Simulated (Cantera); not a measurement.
An adiabatic, constant-volume homogeneous reactor starts with 32.1 % CO, 12.2 % H2, 11.7 % O2, 44.0 % N2, equivalence ratio 1.9, at 1425 K and 11.8 atm.

Computed with Cantera and GRI-Mech 3.0 (53 species, 325 reactions). The hydrogen kinetics of GRI-Mech 3.0 are dated; newer H2 mechanisms differ, most at raised pressure. The pressure lies above the range GRI-Mech 3.0 was tuned for (to about 10 atm). Above 3000 K some thermodynamic fits are extrapolated.

Task: Predict: time of steepest temperature rise; temperature at 0.100 s; equilibrium temperature; x(CO) at 0.100 s; x(H2) at 0.100 s; x(O2) at 0.100 s; x(NO2) at 0.100 s; x(NO) at 0.100 s; x(OH) at 0.100 s; x(N2O) at 0.100 s.

Result: 
```json
{
 "time_of_steepest_temperature_rise": "2.57 µs",
 "temperature at 0.100 s": "3154 K",
 "equilibrium_temperature": "3154 K",
 "x(CO) at 0.100 s": "0.229 (gas-phase equilibrium 0.229)",
 "x(H2) at 0.100 s": "0.0237 (gas-phase equilibrium 0.0237)",
 "x(O2) at 0.100 s": "0.00419 (gas-phase equilibrium 0.00419)",
 "x(NO2) at 0.100 s": "2.29e-6 (gas-phase equilibrium 2.29e-6)",
 "x(NO) at 0.100 s": "0.00635 (gas-phase equilibrium 0.00635)",
 "x(OH) at 0.100 s": "0.0125 (gas-phase equilibrium 0.0125)",
 "x(N2O) at 0.100 s": "1.39e-6 (gas-phase equilibrium 1.39e-6)"
}
```
